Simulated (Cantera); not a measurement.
Charge: 1 mol SiO2, a varied amount of CH4, 0.056 mol CO, at 1875 °C and 10.0 Torr.

These are equilibrium values from Cantera (NASA tables, ideal gas, pure condensed phases), not measurements of a reactor. Candidate condensed phases: C, C6H6, C7H8, C8H18, H2O, Si, SiC, SiO2; 123 gas species. Gases not in the tables: Si2H6 and higher silanes. Equilibrium is a limit: real reactors are often held back by kinetics, nucleation or transport.

At 1.3 mol CH4, list the 7 most abundant gas species with their mole fractions, and the condensed phases.

H2 0.531, CO 0.259, SiO 0.172, H 0.0263, Si 0.0108, Si2C 0.000530, SiH 0.000448. Condensed: SiC(s).
